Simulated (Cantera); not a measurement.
A diamond (100) surface in a fixed gas of H2 with x(CH4) = 0.018, x(CH3) = 2.9e-05, at 1123 K, 40.5 Torr; coverages are run to steady state.

Computed with Cantera and the Harris–Goodwin 1993 mechanism for the reconstructed diamond (100) surface.

θ: site fractions in the mechanism's names (c6HH fully hydrogenated, c6H* and c6*H radical sites, c6** diradical, c6HM methylated).

| x(H) | growth (µm/h) | θ c6HH | θ c6H* | θ c6*H | θ c6** | θ c6HM |
|---|---|---|---|---|---|---|
| 0.0001 | 0.0435 | 0.601 | 0.0243 | 0.366 | 0.00560 | ? |
| 0.00025 | 0.113 | 0.542 | 0.0276 | 0.415 | 0.0106 | 0.00248 |
| 0.00064 | 0.259 | 0.513 | 0.0292 | 0.439 | 0.0155 | 0.00254 |
| 0.0016 | 0.502 | 0.500 | 0.0298 | 0.448 | 0.0185 | ? |
| 0.0041 | 0.813 | 0.495 | 0.0301 | 0.452 | 0.0201 | ? |
| 0.01 | 1.06 | 0.493 | 0.0303 | 0.454 | 0.0208 | ? |
| 0.027 | 1.23 | 0.493 | 0.0306 | 0.455 | 0.0211 | ? |
| 0.067 | 1.31 | 0.493 | 0.0311 | 0.455 | 0.0213 | ? |
| 0.17 | 1.35 | 0.492 | 0.0323 | 0.454 | 0.0216 | ? |

Problem. Some entries are withheld; supply them.

Solution. 
- 0.0001, θ c6HM: 0.00206
- 0.0016, θ c6HM: 0.00213
- 0.0041, θ c6HM: 0.00141
- 0.01, θ c6HM: 0.000767
- 0.027, θ c6HM: 0.000332
- 0.067, θ c6HM: 0.000142
- 0.17, θ c6HM: 5.78e-5
